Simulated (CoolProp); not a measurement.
Vapour pressure (kPa) of fluorine: the reference equation beside estimates from Tc = 144.4 K, pc = 5240 kPa, ω = 0.045. Clausius-Clapeyron is anchored at 75.9 K with a constant enthalpy of vaporisation of 6.929 kJ/mol.

Values from CoolProp's reference Helmholtz-energy equation of state, de Reuck 1990.

| T (K) | reference | Lee-Kesler | Clausius-Clapeyron | van der Waals | Redlich-Kwong | Soave-Redlich-Kwong | Peng-Robinson |
|---|---|---|---|---|---|---|---|
| 69 | 10.02 | 10.41 | 10.32 | 106.3 | 6.160 | 10.13 | 11.10 |
| 72.4 | 17.99 | 18.56 | 18.20 | 148.2 | 12.28 | 18.19 | 19.60 |
| 75.9 | 30.95 | 31.75 | 30.95 | 202.6 | 23.02 | 31.28 | 33.23 |
| 79.3 | 49.83 | 50.96 | 49.55 | 267.6 | 39.66 | 50.38 | 52.86 |
| 82.7 | 76.88 | 78.43 | 76.33 | 345.9 | 64.60 | 77.73 | 80.71 |
| 86.2 | 115.5 | 117.7 | 114.9 | 441.7 | 101.6 | 116.8 | 120.2 |
| 89.6 | 166.1 | 168.9 | 165.8 | 550.8 | 151.2 | 167.9 | 171.5 |
| 93 | 231.9 | 235.6 | 233.0 | 676.7 | 217.3 | 234.6 | 238.1 |
| 96.5 | 318.6 | 323.3 | 322.5 | 825.1 | 305.6 | 322.4 | 325.5 |
| 99.9 | 424.1 | 429.7 | 432.7 | 988.5 | 414.2 | 429.4 | 431.5 |
| 103.4 | 557.5 | 564.3 | 573.9 | 1177 | 552.8 | 564.8 | 565.5 |

Absolute difference from the reference over all 11 rows, mean and median: Lee-Kesler 2.1 and 1.9 %, Clausius-Clapeyron 1.2 and 0.7 %, van der Waals 375.9 and 282.4 %, Redlich-Kwong 15.2 and 12.0 %, Soave-Redlich-Kwong 1.1 and 1.1 %, Peng-Robinson 4.9 and 4.1 %.
